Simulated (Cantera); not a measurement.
What does this Cantera script print?

```python
import numpy as np
import cantera as ct

gas = ct.Solution("gri30.yaml")
gas.TPX = 1225, 6300, {'N2O': 1, 'O2': 0.48}
reactor = ct.IdealGasConstPressureReactor(gas, energy="off", clone=False)
net = ct.ReactorNet([reactor])
net.rtol, net.atol = 1e-08, 1e-18
show = ['N2O', 'O2', 'N2', 'NO', 'O', 'NO2']
times = np.geomspace(1e-06, 200, 15)

steps = ct.SolutionArray(gas, extra=["t"])
rows = []
print(f"{'t/s':>10s}{'T/K':>9s}{'P/Pa':>11s}" + "".join(f"{s:>11s}" for s in show))
for t in times:
    while net.time < t:
        t_next = net.step()
        steps.append(gas.state, t=t_next)
    rows.append([np.interp(t, steps.t, y) for y in (steps.T, steps.P, *steps(*show).X.T)])
    print(f"{t:10.3e}{rows[-1][0]:9.1f}{rows[-1][1]:11.4g}" + "".join(f"{x:11.3e}" for x in rows[-1][2:]))
rate = np.gradient(steps.T, steps.t)
print("integrator steps:", len(steps.t))
if steps.T.max() > steps.T[0] + 200:
    print(f"time of steepest temperature rise: {steps.t[rate.argmax()]:.4e} s")
gas.TPX = 1225, 6300, {'N2O': 1, 'O2': 0.48}
gas.equilibrate("TP")
print(f"equilibrium (TP): T = {gas.T:.1f} K  " + "  ".join(f"{s} {gas[s].X[0]:.3e}" for s in show))
```

Result:

```
       t/s      T/K       P/Pa        N2O         O2         N2         NO          O        NO2
 1.000e-06   1225.0       6300  6.757e-01  3.243e-01  2.090e-08  1.874e-11  2.075e-08  7.710e-21
 3.917e-06   1225.0       6300  6.757e-01  3.243e-01  8.270e-08  2.867e-10  8.035e-08  4.990e-19
 1.534e-05   1225.0       6300  6.757e-01  3.243e-01  3.359e-07  4.257e-09  3.011e-07  3.584e-17
 6.009e-05   1225.0       6300  6.757e-01  3.243e-01  1.475e-06  5.826e-08  9.990e-07  3.165e-15
 2.354e-04   1225.0       6300  6.757e-01  3.243e-01  7.254e-06  6.125e-07  2.245e-06  2.525e-13
 9.218e-04   1225.0       6300  6.756e-01  3.243e-01  3.383e-05  3.810e-06  2.670e-06  9.085e-12
 3.611e-03   1225.0       6300  6.755e-01  3.244e-01  1.394e-04  1.672e-05  2.672e-06  1.730e-10
 1.414e-02   1225.0       6300  6.749e-01  3.245e-01  5.525e-04  6.723e-05  2.672e-06  2.740e-09
 5.539e-02   1225.0       6300  6.726e-01  3.250e-01  2.166e-03  2.645e-04  2.672e-06  3.857e-08
 2.170e-01   1225.0       6300  6.637e-01  3.268e-01  8.421e-03  1.029e-03  2.671e-06  4.251e-07
 8.498e-01   1225.0       6300  6.303e-01  3.338e-01  3.194e-02  3.901e-03  2.668e-06  2.754e-06
 3.328e+00   1225.0       6300  5.181e-01  3.573e-01  1.110e-01  1.354e-02  2.651e-06  1.113e-05
 1.304e+01   1225.0       6300  2.570e-01  4.122e-01  2.951e-01  3.575e-02  2.563e-06  3.163e-05
 5.106e+01   1225.0       6300  2.738e-02  4.610e-01  4.576e-01  5.395e-02  1.666e-06  5.642e-05
 2.000e+02   1225.0       6300  1.225e-04  4.673e-01  4.775e-01  5.475e-02  1.279e-07  2.811e-04
integrator steps: 1106
equilibrium (TP): T = 1225.0 K  N2O 4.039e-09  O2 4.948e-01  N2 5.049e-01  NO 2.913e-04  O 1.187e-07  NO2 1.680e-06
```

Model: GRI-Mech 3.0 (53 species, 325 reactions), integrated in Cantera. GRI-Mech 3.0 was tuned for natural gas; its chemistry of N2O as a main component is partial and can be far from experiment. The mechanism lacks the step 2 NO + O2 → 2 NO2, which can matter for NO2 below about 1400 K. The temperature is held fixed by assumption; the heat of reaction is taken as removed at once.
